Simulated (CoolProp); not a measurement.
Properties of carbon monoxide along the isotherm 89.5 K (Tc = 132.9 K, pc = 3.498 MPa, ω = 0.050).

Values from CoolProp's reference Helmholtz-energy equation of state, Lemmon 2006. It is a short technical equation, of lower accuracy than the large ones.

| p (MPa) | phase | Z | cv (kJ/(kg K)) | speed of sound (m/s) |
|---|---|---|---|---|
| 3.89 | liquid | 0.1905 | 1.098 | 826.2 |
| 7.77 | liquid | 0.3754 | 1.106 | 861.6 |
| 11.7 | liquid | 0.5584 | 1.114 | 894.1 |
| 15.5 | liquid | 0.7320 | 1.121 | 923.1 |
| 19.4 | liquid | 0.9072 | 1.128 | 950.8 |
| 23.3 | liquid | 1.080 | 1.135 | 976.9 |
| 27.2 | liquid | 1.250 | 1.142 | 1001 |
| 31.1 | liquid | 1.418 | 1.148 | 1025 |
| 35 | liquid | 1.584 | 1.154 | 1047 |
